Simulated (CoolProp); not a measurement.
Computed with CoolProp (reference Helmholtz-energy equation of state, Rui 2013).

**Question.** For R236EA, give the phase and the cp (kJ/(kg K)), Joule-Thomson coefficient (K/MPa), conductivity (mW/(m K)) at 397.1 K and 22 kPa.

**Answer.** 
- 397.1 K and 22 kPa: gas; cp 0.993, Joule-Thomson coefficient 9.19, conductivity 21.9

Thermal conductivity comes from a separate model (Huber 2003), an estimate that may be off by 10 % or more.
